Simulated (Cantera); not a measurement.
# Halide evaporation, hydrolysis and transport: FeCl₃ + HCl + H₂

A closed system holds: 1 mol FeCl₃, 0.052 mol HCl, 8.6 mol H₂, at 1573.15 K and 10.0 mbar.

Method: chemical equilibrium by Gibbs-energy minimisation in Cantera with the NASA 1993 tables (ideal gas, pure condensed phases). Candidate condensed phases: Fe, FeCl₂, FeCl₃; 11 gas species. Rates play no part.

```
Property                                 Value
-----------------------------------  ---------
x(H₂)                                    0.747
x(HCl)                                   0.205
x(FeCl₂)                                0.0478
x(H)                                  0.000352
x(Cl)                                  7.68e-5
x(Fe)                                  6.59e-5
x(FeCl)                                1.82e-6
n(Fe(γ))                             0.514 mol
gas amount                           10.15 mol
log10 activity of FeCl₂(l) (absent)      -4.14
```
